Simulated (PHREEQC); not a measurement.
## Hard or scaling water

Dissolve 0.0014 mol/kgw BaCl2 and 0.00063 mol/kgw H4SiO4 at 25 °C. Closed to the air; pH follows from the charge balance.

All values are PHREEQC results (Pitzer model, pitzer.dat), not measurements.

Precipitation was switched off in this run.

Task: What pH, specific conductance, osmotic coefficient does the model give?

Result: pH 6.49; specific conductance 365 µS/cm; osmotic coefficient 0.961.

Complexes and solids missing from the database can't appear.
